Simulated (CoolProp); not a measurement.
c-C4F8 (RC318) along the isotherm 124.95 °C: fugacity coefficient from the reference equation and from simpler models built on Tc = 115.2 °C, pc = 2.778 MPa, ω = 0.355; each cubic takes its own stable root.

The numbers come from the reference Helmholtz-energy equation of state, Platzer 1990 in CoolProp. This equation is an older, rougher fit; its heat capacities, sound speeds and derivatives of the liquid may be far off and weren't checked against measurements.

| p (MPa) | phase | reference |
|---|---|---|
| 2.14 | gas | 0.7718 |
| 4.27 | supercritical | 0.5312 |
| 6.41 | supercritical | 0.4021 |
| 8.55 | supercritical | 0.3389 |
| 10.7 | supercritical | 0.3029 |
| 12.8 | supercritical | 0.2814 |
| 15 | supercritical | 0.2675 |
| 17.1 | supercritical | 0.2595 |
| 19.2 | supercritical | 0.2552 |
| 21.4 | supercritical | 0.2536 |
| 23.5 | supercritical | 0.2542 |
| 25.6 | supercritical | 0.2565 |
| 27.8 | supercritical | 0.2606 |

### Question
How far does each simpler model (van der Waals, Redlich-Kwong, Soave-Redlich-Kwong) lie from the reference over these 13 states: mean and median of the absolute difference, and the worst?

### Answer
- van der Waals: mean 24.6 %, median 24.5 %, worst +49.4 % at 124.95 °C and 27.8 MPa
- Redlich-Kwong: mean 3.0 %, median 3.5 %, worst +4.4 % at 124.95 °C and 27.8 MPa
- Soave-Redlich-Kwong: mean 5.6 %, median 6.6 %, worst +7.8 % at 124.95 °C and 27.8 MPa
